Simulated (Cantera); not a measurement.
What does this Cantera script print?

```python
import numpy as np
import cantera as ct

gas_names = """
    C CO COS CO2 CS CS2 C2 C2O C3 C3O2 C4 C5 Fe FeC5O5 FeO O O2 O3 S SO SO2 SO3 S2 S2O S8
""".split()
cond_names = """
    C(gr) Fe(a) Fe(c) Fe(d) Fe(L) FeC5O5(L) FeO(s) FeO(L) FeS(a) FeS(b) FeS(c) FeS(L) FeSO4(s) FeS2(s)
    Fe2O3(s) Fe2S3O12(s) Fe3O4(s) S(cr1) S(cr2) S(L)
""".split()


# ... load() reads the species with a 1 bar reference pressure and builds the phases ...
atoms = {
    'Fe': {'Fe': 1},
    'CO': {'C': 1, 'O': 1},
    'SO2': {'S': 1, 'O': 2},
}
top_T = {'C(gr)': 4500, 'FeSO4(s)': 950, 'FeS2(s)': 1010, 'Fe2O3(s)': 1830, 'Fe2S3O12(s)': 1100, 'Fe3O4(s)': 1870}  # K; cautious upper limits of use, not melting points


# ... equilibrate(T, P, feed) seeds the gas with the atoms and calls Mixture.equilibrate('TP', solver="vcs", rtol=1e-11, max_steps=5000) ...
results = []
feed = {'Fe': 1, 'CO': 1.8, 'SO2': 3.3}  # mol
T = 923.15  # K
P = 10000  # Pa
mix = equilibrate(T, P, feed)
results.append((T, P, feed, dict(zip(mix.species_names, mix.species_moles))))
print(gas.report(threshold=1e-05))
for i in range(1, mix.n_phases):
    print(f"{mix.phase(i).name:16s} {mix.phase_moles(i):12.5e} mol")
```

Result:

```
       temperature   923.15 K
          pressure   10000 Pa
           density   0.072214 kg/m^3
  mean mol. weight   55.428 kg/kmol
   phase of matter   gas

                          1 kg             1 kmol
                     ---------------   ---------------
          enthalpy       -5.4398e+06       -3.0152e+08  J
   internal energy       -5.5783e+06       -3.0919e+08  J
           entropy              5606        3.1073e+05  J/K
    Gibbs function       -1.0615e+07       -5.8836e+08  J
 heat capacity c_p            961.52             53295  J/K
 heat capacity c_v            811.51             44980  J/K

                      mass frac. Y      mole frac. X     chem. pot. / RT
                     ---------------   ---------------   ---------------
                CO        0.00014062        0.00027827           -50.286
               COS        0.00012911        0.00011913           -59.799
               CO2           0.34213            0.4309            -82.47
               SO2           0.63709           0.55126           -73.881
                S2          0.018829          0.016277           -19.026
               S2O         0.0016658         0.0011524            -51.21
     [  +19 minor]        8.0085e-06         9.222e-06

C(gr)             0.00000e+00 mol
Fe(a)             0.00000e+00 mol
FeC5O5(L)         0.00000e+00 mol
FeO(s)            0.00000e+00 mol
FeS(c)            8.53349e-01 mol
FeSO4(s)          0.00000e+00 mol
FeS2(s)           0.00000e+00 mol
Fe2O3(s)          0.00000e+00 mol
Fe2S3O12(s)       0.00000e+00 mol
Fe3O4(s)          4.88836e-02 mol
S(L)              0.00000e+00 mol
```

These are equilibrium values from Cantera (NASA tables, ideal gas, pure condensed phases), not measurements of a reactor. FeS: taken at fixed stoichiometry. Gases not in the tables: S3 to S7.
